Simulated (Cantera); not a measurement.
**Low-pressure radical oxidation in H2/O2**

An isothermal, constant-pressure homogeneous reactor starts with 16.7 % H₂, 83.3 % O₂, equivalence ratio 0.10, at 1450 K and 0.0133 bar.

Computed with Cantera and GRI-Mech 3.0 (53 species, 325 reactions). Radical loss at walls, strong at low pressure, is not modelled. The temperature is held fixed by assumption; the heat of reaction is taken as removed at once.

```csv
t (s),x H₂,x O₂,x H₂O₂,x H,x HO₂,x H₂O,x OH
0.000500,0.0614,0.764,1.91e-7,0.0358,3.72e-6,0.0765,0.0219
0.00150,0.00732,0.720,1.45e-7,0.0400,4.34e-6,0.131,0.0173
0.00451,0.00679,0.729,1.47e-7,0.0347,4.39e-6,0.136,0.0168
0.0136,0.00531,0.752,1.48e-7,0.0224,4.42e-6,0.148,0.0151
0.0408,0.00247,0.789,1.25e-7,0.00644,3.80e-6,0.167,0.0105
0.122,0.000478,0.812,6.38e-8,0.000523,1.74e-6,0.178,0.00470
0.368,6.40e-5,0.817,2.22e-8,2.53e-5,4.13e-7,0.181,0.00173
1.11,1.05e-5,0.818,7.47e-9,1.69e-6,1.45e-7,0.181,0.000701
3.32,2.65e-6,0.818,3.44e-9,2.14e-7,1.48e-7,0.182,0.000352
9.98,1.67e-6,0.818,2.93e-9,1.08e-7,1.70e-7,0.182,0.000280
30.0,1.66e-6,0.818,2.92e-9,1.06e-7,1.70e-7,0.182,0.000279
```
x: mole fraction; the columns are a selection and need not sum to one.

Equilibrium at this temperature and pressure: H₂ 1.66e-6, O₂ 0.818, H₂O₂ 2.92e-9, H 1.06e-7, HO₂ 1.70e-7, H₂O 0.182, OH 0.000279 (gas phase only).
